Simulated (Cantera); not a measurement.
A Cantera script and its output.

```python
import numpy as np
import cantera as ct

surf = ct.Interface("diamond.yaml", "diamond_100")
gas, bulk = surf.adjacent["gas"], surf.adjacent["diamond"]
k = surf.kinetics_species_index(bulk.species_names[0])
cover = ["c6HH", "c6H*", "c6*H", "c6**", "c6HM", "c6B"]

rows, drift = [], 0.0
print(f"{'xCH3':>10s}{'um/h':>11s}" + "".join(f"{s:>11s}" for s in cover))
for v in [1e-06, 2.2e-06, 4.9e-06, 1.1e-05, 2.4e-05, 5.3e-05, 0.00012, 0.00026, 0.00058]:
    T, P, xH, xCH3 = 1350, 26000, 0.018, v
    gas.TPX = T, P, {"H": xH, "CH3": xCH3, "CH4": 0.013, "H2": 1 - xH - xCH3 - 0.013}
    surf.TP = bulk.TP = T, P
    surf.coverages = "c6H*:0.1, c6HH:0.9"
    surf.advance_coverages(100.0)
    before = surf.coverages
    surf.advance_coverages(100.0)
    drift = max(drift, np.max(np.abs(surf.coverages - before) / (surf.coverages + 1e-9)))
    rate = surf.net_production_rates[k] * bulk.mean_molecular_weight / bulk.density * 3.6e9
    rows.append([rate, *surf[cover].coverages])
    print(f"{v:10.4g}{rate:11.4e}" + "".join(f"{x:11.3e}" for x in rows[-1][1:]))
```

It prints:

```
      xCH3       um/h       c6HH       c6H*       c6*H       c6**       c6HM        c6B
     1e-06 1.8137e-01  3.517e-01  5.551e-02  5.371e-01  5.569e-02  3.333e-06  4.922e-10
   2.2e-06 3.9902e-01  3.517e-01  5.550e-02  5.371e-01  5.569e-02  7.333e-06  1.083e-09
   4.9e-06 8.8868e-01  3.517e-01  5.550e-02  5.371e-01  5.568e-02  1.633e-05  2.411e-09
   1.1e-05 1.9948e+00  3.517e-01  5.550e-02  5.371e-01  5.568e-02  3.666e-05  5.413e-09
   2.4e-05 4.3515e+00  3.517e-01  5.550e-02  5.370e-01  5.566e-02  7.997e-05  1.181e-08
   5.3e-05 9.6054e+00  3.516e-01  5.548e-02  5.369e-01  5.563e-02  1.765e-04  2.606e-08
   0.00012 2.1726e+01  3.515e-01  5.546e-02  5.366e-01  5.555e-02  3.994e-04  5.896e-08
   0.00026 4.6975e+01  3.512e-01  5.540e-02  5.361e-01  5.540e-02  8.638e-04  1.275e-07
   0.00058 1.0429e+02  3.506e-01  5.527e-02  5.349e-01  5.504e-02  1.919e-03  2.830e-07
```

Cantera simulation using the Harris–Goodwin 1993 mechanism for the reconstructed diamond (100) surface; the numbers are that mechanism's predictions, not measurements.
